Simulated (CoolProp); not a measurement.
500 sccm (0 °C, 1 atm) of nitrogen bubbles through liquid n-perfluorohexane at 294.3 K and leaves saturated at a total pressure of 0.15 MPa (ideal gas phase). Each further row changes one setting.

Computed with CoolProp (reference Helmholtz-energy equation of state, Gao 2022).

```csv
case,vapour pressure (kPa),mole fraction of vapour,delivery (mg/min),delivery (sccm),change of delivery for a bath 1 K warmer (%)
as stated,24.8,0.165,1490,98.9,5.6
bath temperature 299.3 K,30.9,0.206,1960,130,5.6
total pressure 0.3 MPa,24.8,0.0826,679,45.0,5.0
```
